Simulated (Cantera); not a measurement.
## Formation from one mole of F2

Source: NASA polynomial tables (part measured, part estimated), evaluated in Cantera. Values are per mole of reaction as written; species without (g) are pure solids or liquids, kept so even where they would boil at 1 bar.

0.6667 B + F2(g) → 0.6667 BF3(g)

```csv
T (K),ΔH° (kJ),ΔS° (J/K),ΔG° (kJ),log10 K
300,-757.1,-37.1,-746.0,129.88
673,-758.9,-41.0,-731.3,56.76
723,-759.1,-41.3,-729.2,52.68
773,-759.2,-41.5,-727.1,49.13
823,-759.4,-41.8,-725.1,46.02
873,-759.6,-42.0,-723.0,43.26
```

Cu + F2(g) → CuF2

| T (K) | ΔH° (kJ) | ΔS° (J/K) | ΔG° (kJ) | log10 K |
|---|---|---|---|---|
| 300 | -538.9 | -158.4 | -491.4 | 85.55 |
| 673 | -532.7 | -145.6 | -434.7 | 33.74 |
| 723 | -531.6 | -144.1 | -427.4 | 30.88 |
| 773 | -530.4 | -142.5 | -420.3 | 28.40 |
| 823 | -529.3 | -141.1 | -413.2 | 26.22 |
| 873 | -528.1 | -139.7 | -406.2 | 24.30 |

0.6667 Al + F2(g) → 0.6667 AlF3(g)

```
T (K)  ΔH° (kJ)  ΔS° (J/K)  ΔG° (kJ)  log10 K
-----  --------  ---------  --------  -------
300      -806.2      -37.2    -795.1   138.43
673      -807.8      -40.8    -780.4    60.57
723      -808.0      -41.1    -778.3    56.23
773      -808.2      -41.4    -776.2    52.45
823      -808.5      -41.7    -774.2    49.13
873      -808.8      -42.0    -772.1    46.20
```

H2(g) + F2(g) → 2 HF(g)

```tsv
T (K)	ΔH° (kJ)	ΔS° (J/K)	ΔG° (kJ)	log10 K
300	-545.1	14.1	-549.3	95.64
673	-546.9	10.5	-553.9	42.99
723	-547.2	10.0	-554.4	40.06
773	-547.5	9.6	-554.9	37.50
823	-547.9	9.1	-555.4	35.25
873	-548.2	8.7	-555.8	33.26
```
